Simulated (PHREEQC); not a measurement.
0.6 g of hydrous ferric oxide (600 m²/g; 0.2 weak and 0.005 strong sites per Fe, Dzombak-Morel constants, diffuse double layer) in 1 kg of water with 0.001 mol/kgw of an inert sodium salt and 0.00024 mol/kgw NaH2PO4 and 0.0003 mol/kgw NiCl2, at 25 °C; the pH is set by adding NaOH or the inert anion's acid. Oxygen is held at 0.21 atm. No CO2 enters from the air. Precipitation was switched off in this run.

Base run: PHREEQC, ion-association model, wateq4f.dat. Each further column changes one thing. The table gives Ni sorbed (%).

```tsv
pH	base	no electrostatic term (-no_edl)	background salt from 0.001 to 0.0001 mol/kgw	oxide from 0.6 to 3 g/kgw	0.00014 mol/kgw Ag2SO4 added
4	0.0	0.0	0.0	0.1	0.0
4.67	0.3	0.7	0.3	1.2	0.4
5.33	4.1	6.8	4.1	12.8	4.5
6	14.4	21.3	14.5	48.8	14.6
6.67	50.7	72.1	51.3	87.2	51.9
7.33	92.4	96.6	92.7	99.1	92.1
8	99.6	99.5	99.6	100.0	99.5
8.67	100.0	99.9	100.0	100.0	100.0
9.33	100.0	99.9	100.0	100.0	100.0
10	100.0	99.4	100.0	100.0	100.0
10.67	100.0	89.4	100.0	100.0	100.0
11.33	100.0	26.5	100.0	100.0	100.0
12	99.7	3.9	99.7	100.0	98.6
```

In at least one series the solution becomes supersaturated in solids that the run did not let form, among them Ni(OH)2. H3PO4, which wateq4f.dat lacks, is added to it with the constant of phreeqc.dat. The database has no phosphate complexes of Ni. The database has no phosphate complexes of Ni, Ag.
